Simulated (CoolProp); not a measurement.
Vapour-liquid equilibrium of n-hexane (1) + toluene (2) at 410.4 K; x and y are mole fractions of (1).

Computed with CoolProp (multi-fluid Helmholtz-energy mixture model, Thol 2019 and Lemmon 2006; pair parameters Bell 2016).

```json
[
 {"x": "0.05", "bubble pressure (bar)": "2.316", "y at the bubble point": "0.154", "dew pressure at overall composition x (bar)": "2.124", "liquid density (mol/L)": "8.043"},
 {"x": "0.2", "bubble pressure (bar)": "3.033", "y at the bubble point": "0.434", "dew pressure at overall composition x (bar)": "2.413", "liquid density (mol/L)": "7.726"},
 {"x": "0.35", "bubble pressure (bar)": "(withheld)", "y at the bubble point": "0.597", "dew pressure at overall composition x (bar)": "2.781", "liquid density (mol/L)": "7.422"},
 {"x": "0.5", "bubble pressure (bar)": "4.175", "y at the bubble point": "0.713", "dew pressure at overall composition x (bar)": "3.258", "liquid density (mol/L)": "7.129"},
 {"x": "0.65", "bubble pressure (bar)": "4.679", "y at the bubble point": "(withheld)", "dew pressure at overall composition x (bar)": "3.874", "liquid density (mol/L)": "6.848"},
 {"x": "0.8", "bubble pressure (bar)": "5.169", "y at the bubble point": "0.892", "dew pressure at overall composition x (bar)": "4.639", "liquid density (mol/L)": "6.579"},
 {"x": "0.95", "bubble pressure (bar)": "(withheld)", "y at the bubble point": "0.973", "dew pressure at overall composition x (bar)": "5.519", "liquid density (mol/L)": "6.320"}
]
```

Question: What belongs in the gaps?

Answer: 
- 0.35, bubble pressure (bar): 3.637
- 0.65, y at the bubble point: 0.807
- 0.95, bubble pressure (bar): 5.660

No azeotrope shows between x = 0.05 and 0.95.

Pair parameters are fitted to limited data, so mixtures are less certain than the pure fluids.
